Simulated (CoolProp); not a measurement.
Model: reference Helmholtz-energy equation of state, Akasaka 2022, in CoolProp.

Task: For R1233zd(E), give the phase and the cp (kJ/(kg K)), speed of sound (m/s), fugacity coefficient at 176.85 °C and 11.9 MPa; 176.85 °C and 13.1 MPa.

Result: 
- 176.85 °C and 11.9 MPa: supercritical; cp 1.44, speed of sound 324, fugacity coefficient 0.313
- 176.85 °C and 13.1 MPa: supercritical; cp 1.42, speed of sound 342, fugacity coefficient 0.298
